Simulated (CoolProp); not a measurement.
Saturation properties of CH2F2 (R32).

Values from CoolProp's reference Helmholtz-energy equation of state, Tillner-Roth 1997.

```csv
T (K),p (MPa),vapour density (kg/m³),enthalpy of vaporisation (kJ/kg),liquid viscosity (µPa s),vapour viscosity (µPa s),liquid conductivity (mW/(m K))
161.8,0.001262,0.04890,439.9,892,7.15,231
165.6,0.001863,0.07061,436.4,813,7.32,229
169.4,0.002696,0.09998,432.9,745,7.49,227
173.3,…,0.1402,429.3,684,…,224
177.1,0.005393,0.1917,425.8,631,7.83,222
181,0.007465,…,422.2,584,…,220
184.8,0.01009,0.3449,418.6,543,8.18,218
188.7,0.01355,0.4545,415.0,505,8.36,215
192.5,0.01782,0.5873,411.3,472,8.53,213
196.4,0.02331,0.7549,…,442,8.71,210
```

Task: What belongs in the gaps?

Result: 
- 173.3, p (MPa): 0.003865
- 173.3, vapour viscosity (µPa s): 7.66
- 181, vapour density (kg/m³): 0.2600
- 181, vapour viscosity (µPa s): 8.01
- 196.4, enthalpy of vaporisation (kJ/kg): 407.6

It boils at 221.5 K under 1 atm.

Viscosity comes from a separate model (Bell 2016), an estimate that may be off by 10 % or more. Thermal conductivity comes from a separate model (Huber 2003), an estimate that may be off by 10 % or more.
